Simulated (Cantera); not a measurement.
An adiabatic, constant-pressure homogeneous reactor starts with CH4 : O2 : N2 = 1 : 2.02 : 19.2 (molar parts), equivalence ratio 0.99, at 1075 K and 7500 Torr.

Detailed kinetics in Cantera: GRI-Mech 3.0 (53 species, 325 reactions).

x: mole fraction; the columns are a selection and need not sum to one.

```csv
t (s),T (K),x CH4,x O2,x C2H6,x H2O2,x C2H2,x NO2
5.00e-6,1075,0.0450,0.0909,<1e-12,1.33e-12,<1e-12,<1e-12
1.61e-5,1075,0.0450,0.0909,<1e-12,1.39e-11,<1e-12,<1e-12
5.19e-5,1075,0.0450,0.0909,1.04e-12,1.35e-10,<1e-12,<1e-12
0.000167,1075,0.0450,0.0909,3.85e-11,1.20e-9,<1e-12,<1e-12
0.000538,1075,0.0450,0.0909,1.93e-9,8.01e-9,<1e-12,<1e-12
0.00173,1075,0.0450,0.0909,(withheld),(withheld),<1e-12,<1e-12
0.00558,1075,0.0450,0.0909,1.82e-6,5.22e-8,<1e-12,<1e-12
0.0180,1075,0.0449,0.0909,1.27e-5,1.58e-7,1.73e-11,<1e-12
0.0579,2033,<1e-12,0.00167,<1e-12,3.99e-8,<1e-12,9.17e-9
0.186,2039,<1e-12,(withheld),<1e-12,2.11e-8,<1e-12,(withheld)
0.600,2038,<1e-12,0.00113,<1e-12,2.00e-8,<1e-12,1.62e-7
```

Complete the blanks.


- 0.00173, x C2H6: 1.28e-7
- 0.00173, x H2O2: 2.84e-8
- 0.186, x O2: 0.00125
- 0.186, x NO2: 5.97e-8
